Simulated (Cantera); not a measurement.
Input: 1 mol B, 2.4 mol O2, 0.28 mol NH3, at 2023 K and 12.0 Pa.

These are equilibrium values from Cantera (NASA tables, ideal gas, pure condensed phases), not measurements of a reactor. Candidate condensed phases: B, BN, B2O3, B3O3H3, H2O; 39 gas species. The numbers say what is thermodynamically allowed, not how fast it happens.

Base state: O2 0.494, HBO2 0.175, BO2 0.0775, B2O3 0.0609, H2O 0.0541, O 0.0511, N2 0.0511, OH 0.0199 (mole fractions); condensed: gas only.

What changes in the equilibrium state with this change: NH3 from 0.28 to 0.46 mol?


| species | before | after |
|---|---|---|
| O2 | 0.494 | 0.410 |
| HBO2 | 0.175 | 0.203 |
| H2O | 0.0541 | 0.111 |
| N2 | 0.0511 | 0.0776 |
| B2O3 | 0.0609 | 0.0401 |
| H | 0.00851 | 0.0128 |
| OH | 0.0199 | 0.0273 |
| BO2 | 0.0775 | 0.0600 |
| O | 0.0511 | 0.0466 |
| H2 | 0.00241 | 0.00543 |
| HBO | 4.67e-5 | 5.96e-5 |

What changes in the equilibrium state with this change: NH3 from 0.28 to 8.8 mol?


| species | before | after |
|---|---|---|
| H2 | 0.00241 | 0.455 |
| N2 | 0.0511 | 0.228 |
| H2O | 0.0541 | 0.145 |
| O2 | 0.494 | 9.96e-5 |
| O | 0.0511 | 0.000726 |
| BO2 | 0.0775 | 0.00141 |
| B2O3 | 0.0609 | 0.00142 |
| H | 0.00851 | 0.117 |
| OH | 0.0199 | 0.00389 |
| HBO2 | 0.175 | 0.0437 |
| NO | 0.00318 | 9.54e-5 |
| HBO | 4.67e-5 | 0.000822 |
| BO | 0.00234 | 0.00300 |

What changes in the equilibrium state with this change: pressure from 12.0 Pa to 13.0 mbar?


```
species   before     after
-------  -------  --------
O2         0.494     0.556
HBO2       0.175     0.208
B2O3      0.0609    0.0797
BO2       0.0775    0.0283
O         0.0511   0.00521
OH        0.0199   0.00661
H2O       0.0541    0.0586
N2        0.0511    0.0536
H        0.00851  0.000256
BO       0.00234   7.74e-5
```
